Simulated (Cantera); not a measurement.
Cantera run:

```python
import numpy as np
import cantera as ct

gas_names = """
    C CO COS CO2 CS CS2 C2 C2O C3 C3O2 C4 C5 O O2 O3 S SO SO2 SO3 S2 S2O S8
""".split()
cond_names = """
    C(gr) S(cr1) S(cr2) S(L)
""".split()


# ... load() reads the species with a 1 bar reference pressure and builds the phases ...
atoms = {
    'CO2': {'C': 1, 'O': 2},
    'SO2': {'S': 1, 'O': 2},
}
top_T = {'C(gr)': 4500}  # K; cautious upper limits of use, not melting points


# ... equilibrate(T, P, feed) seeds the gas with the atoms and calls Mixture.equilibrate('TP', solver="vcs", rtol=1e-11, max_steps=5000) ...
results = []
feed = {'CO2': 1, 'SO2': 0.026}  # mol
T = 3198.15  # K
P = 12  # Pa
mix = equilibrate(T, P, feed)
results.append((T, P, feed, dict(zip(mix.species_names, mix.species_moles))))
print(gas.report(threshold=0.001))
for i in range(1, mix.n_phases):
    print(f"{mix.phase(i).name:16s} {mix.phase_moles(i):12.5e} mol")
```

Result:

```
       temperature   3198.2 K
          pressure   12 Pa
           density   9.9292e-06 kg/m^3
  mean mol. weight   22.002 kg/kmol
   phase of matter   gas

                          1 kg             1 kmol
                     ---------------   ---------------
          enthalpy        7.0977e+06        1.5616e+08  J
   internal energy        5.8891e+06        1.2957e+08  J
           entropy             14721         3.239e+05  J/K
    Gibbs function       -3.9983e+07       -8.7971e+08  J
 heat capacity c_p            1313.7             28903  J/K
 heat capacity c_v            935.76             20589  J/K

                      mass frac. Y      mole frac. X     chem. pot. / RT
                     ---------------   ---------------   ---------------
                CO           0.61299           0.48151           -43.314
                 O           0.36728           0.50509           -23.439
                 S          0.018053           0.01239           -27.104
     [  +19 minor]         0.0016823         0.0010108

C(gr)             0.00000e+00 mol
S(L)              0.00000e+00 mol
```

These are equilibrium values from Cantera (NASA tables, ideal gas, pure condensed phases), not measurements of a reactor.
